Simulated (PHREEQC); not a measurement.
Make-up at 40 °C: 0.003 mol CaCl2, 5.4e-05 mol NaHCO3 and 0.023 mol NaCl per kg of water. Closed to the air; pH follows from the charge balance.

Model: ion-association model, wateq4f.dat, run in PHREEQC.

| quantity | before | after |
|---|---|---|
| pH | 7.61 | 2.47 |
| SI of Halite (NaCl) | -4.94 | -4.95 |

Question: Which change was made?
A. 0.0022 mol/kgw H2SO4 added
B. CaCl2 replaced by NH4Cl at the same molality
C. NaHCO3 replaced by NaBr at the same molality
D. CaCl2 from 0.003 to 0.03 mol/kgw
E. CaCl2 from 0.003 to 0.0033 mol/kgw

Answer: A, 0.0022 mol/kgw H2SO4 added

This is a speciation only: nothing precipitates in the calculation. Away from 25 °C the constants follow the database's enthalpies or fits; those with neither stay at their 25 °C values.
